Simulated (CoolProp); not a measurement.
The numbers come from the reference Helmholtz-energy equation of state, Gao 2022 in CoolProp.

**Question.** Give the vapour pressure (bar), enthalpy of vaporisation (kJ/kg), liquid cp (kJ/(kg K)), vapour Z of saturated n-perfluorohexane at 292.1, 294.6, 324.7 K.

**Answer.** 
```tsv
T (K)	p (bar)	enthalpy of vaporisation (kJ/kg)	liquid cp (kJ/(kg K))	vapour Z
292.1	0.224	94.7	1.04	0.980
294.6	0.251	94.0	1.04	0.978
324.7	0.836	86.0	1.09	0.946
```
